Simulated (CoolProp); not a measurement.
A simple Rankine cycle with n-perfluorohexane: condensing at 317.15 K, boiler at 0.433 MPa, turbine inlet 396.1 K, turbine efficiency 0.65, pump efficiency 0.8, no recuperator. Each further row changes one setting.

Model: reference Helmholtz-energy equation of state, Gao 2022, in CoolProp.

```
case                             thermal efficiency (%)  net work (kJ/kg)  heat in (kJ/kg)  turbine exit temperature (K)  volume ratio over the turbine
-------------------------------  ----------------------  ----------------  ---------------  ----------------------------  -----------------------------
as stated                                           6.9              10.7              155                         379.6                           7.55
turbine inlet 416.1 K                               6.5              11.4              175                         399.9                           7.35
condensing temperature 309.15 K                     7.6              12.5              163                         377.4                           10.3
boiler pressure 0.303 MPa                           5.7              8.96              157                         383.4                           5.03
turbine efficiency 0.55                             5.8              8.99              155                         381.4                           7.59
```
